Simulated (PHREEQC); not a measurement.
Solution (25 °C): 0.2 mol HCl, 0.037 mol FeSO4 and 0.13 mol Fe2(SO4)3 per kg of water. It is in equilibrium with CO2 at log p = -3.5 (atm). Otherwise closed; pH follows from the charge balance.

Model: ion-association model, phreeqc.dat, run in PHREEQC.

This is a speciation only: nothing precipitates in the calculation.

### Question
Order these Fe species by the share of Fe that they hold, largest first: FeCl+2, FeSO4+, Fe+2, FeHSO4+2, Fe(SO4)2-.

### Answer
FeSO4+ (51 %), FeHSO4+2 (16 %), Fe(SO4)2- (12 %), Fe+2 (7.2 %), FeCl+2 (4.5 %)

### Question
Order these S species by the share of S that they hold, largest first: FeSO4+, FeHSO4+2, SO4-2, HSO4-, Fe(SO4)2-.

### Answer
FeSO4+ (36 %), HSO4- (19 %), Fe(SO4)2- (17 %), SO4-2 (15 %), FeHSO4+2 (11 %)

The pH is 1.29 and the ionic strength 0.594 mol/kgw. Saturation is exceeded, for instance for Hematite (slow to form), Goethite (slow to form); the values hold only as long as no solid forms.
